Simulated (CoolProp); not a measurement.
Isobutene along the isotherm 480.5 K: density (kg/m³) from the reference equation and from simpler models built on Tc = 418.1 K, pc = 4.016 MPa, ω = 0.193; each cubic takes its own stable root.

Computed with CoolProp (reference Helmholtz-energy equation of state, Lemmon 2005). It is a short technical equation, of lower accuracy than the large ones.

| p (MPa) | phase | reference |
|---|---|---|
| 0.251 | gas | 3.574 |
| 0.502 | gas | 7.252 |
| 0.753 | gas | 11.04 |
| 1 | gas | 14.88 |
| 1.25 | gas | 18.89 |
| 1.51 | gas | 23.21 |
| 1.76 | gas | 27.50 |
| 2.01 | gas | 31.95 |

**Question.** How far does each simpler model (ideal gas, van der Waals, Soave-Redlich-Kwong) lie from the reference over these 8 states: mean and median of the absolute difference, and the worst?

**Answer.** 
- ideal gas: mean 6.4 %, median 6.4 %, worst -11.6 % at 480.5 K and 2.01 MPa
- van der Waals: mean 0.1 %, median 0.2 %, worst -0.2 % at 480.5 K and 1.51 MPa
- Soave-Redlich-Kwong: mean 0.3 %, median 0.2 %, worst -0.6 % at 480.5 K and 2.01 MPa
